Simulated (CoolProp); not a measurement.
A single-stage vapour-compression cycle with the fluid: evaporating at 232.15 K (dew point), condensing at 298.15 K (bubble point), superheat 8 K, subcooling 2 K, compressor efficiency 0.65, no pressure losses. The same conditions are run with several fluids, on thermodynamics alone (safety and materials aside).

Computed with CoolProp (reference Helmholtz-energy equation of state of each fluid (n-butane: Bücker 2006; propylene: Lemmon 2013; sulfur hexafluoride: Guder 2009; R124: de Vries 1995; fluoroethane (R161): Wu 2012; trans-2-butene: Lemmon 2005)).

Problem. Rank n-butane, propylene, sulfur hexafluoride, R124, fluoroethane (R161), trans-2-butene by cooling COP, highest first.

Solution. trans-2-butene (1.82), n-butane (1.78), fluoroethane (R161) (1.75), R124 (1.72), propylene (1.70), sulfur hexafluoride (1.24)

| fluid | pressure ratio | discharge temperature (K) | refrigerating effect (kJ/kg) | volumetric capacity (kJ/m³) |
|---|---|---|---|---|
| n-butane | 15.3 | 340.2 | 285 | 133 |
| propylene | 8.51 | 360.5 | 289 | 859 |
| sulfur hexafluoride | 7.21 | 320.7 | 47.7 | 1240 |
| R124 | 15.3 | 339.7 | 115 | 200 |
| fluoroethane (R161) | 10.7 | 383.7 | 303 | 647 |
| trans-2-butene | 16.0 | 353.9 | 312 | 129 |
